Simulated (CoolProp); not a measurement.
Properties of p-xylene along the isotherm 594.9 K (Tc = 616.2 K, pc = 3532 kPa, ω = 0.324).

Model: reference Helmholtz-energy equation of state, Zhou 2012, in CoolProp.

```tsv
p (kPa)	phase	cp (kJ/(kg K))	conductivity (mW/(m K))	fugacity coefficient
3530	liquid	3.279	78.2	0.5458
7060	liquid	2.867	?	0.3151
10600	liquid	2.755	84.3	0.2402
14100	liquid	?	86.5	?
17700	liquid	2.659	?	0.1860
21200	liquid	2.633	90.3	0.1755
24700	liquid	2.614	92.0	0.1698
28300	liquid	2.598	?	0.1672
31800	liquid	2.586	95.1	0.1672
35300	liquid	2.575	96.6	0.1689
```

Problem. Some entries are withheld; supply them.

Solution. 
- 7060, conductivity (mW/(m K)): 81.7
- 14100, cp (kJ/(kg K)): 2.697
- 14100, fugacity coefficient: 0.2054
- 17700, conductivity (mW/(m K)): 88.5
- 28300, conductivity (mW/(m K)): 93.6

Thermal conductivity comes from a separate model (Mylona 2014).
